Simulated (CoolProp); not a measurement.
Properties of methanol along the isobar 1.65 MPa.

Computed with CoolProp (reference Helmholtz-energy equation of state, de Reuck 1993).

| T (K) | phase | isothermal compressibility (1/MPa) | conductivity (mW/(m K)) | Prandtl number | fugacity coefficient |
|---|---|---|---|---|---|
| 339.7 | liquid | 0.001665 | 193 | 4.73 | 0.06550 |
| 355.3 | liquid | 0.001893 | 190 | 4.25 | 0.1147 |
| 371 | liquid | 0.002187 | 187 | 3.86 | 0.1901 |
| 386.6 | liquid | 0.002577 | 184 | 3.55 | 0.2986 |
| 402.2 | liquid | 0.003123 | 181 | 3.29 | 0.4480 |
| 417.9 | liquid | 0.003944 | 177 | 3.07 | 0.6466 |
| 433.5 | gas | 0.8875 | 34.2 | 2.36 | 0.8497 |
| 449.2 | gas | 0.7550 | 35.5 | 1.35 | 0.8784 |
| 464.8 | gas | 0.7089 | 37.2 | 1.09 | 0.8984 |
| 480.4 | gas | 0.6843 | 39.0 | 0.979 | 0.9138 |
| 496.1 | gas | 0.6685 | 41.0 | 0.923 | 0.9259 |
| 511.7 | gas | 0.6575 | 43.0 | 0.889 | 0.9356 |
| 527.3 | gas | 0.6495 | 45.0 | 0.865 | 0.9434 |
| 543 | gas | 0.6434 | 47.2 | 0.847 | 0.9497 |
| 558.6 | gas | 0.6387 | 49.4 | 0.833 | 0.9548 |

Viscosity comes from a separate model (Xiang 2006). Thermal conductivity comes from a separate model (Sykioti 2013).
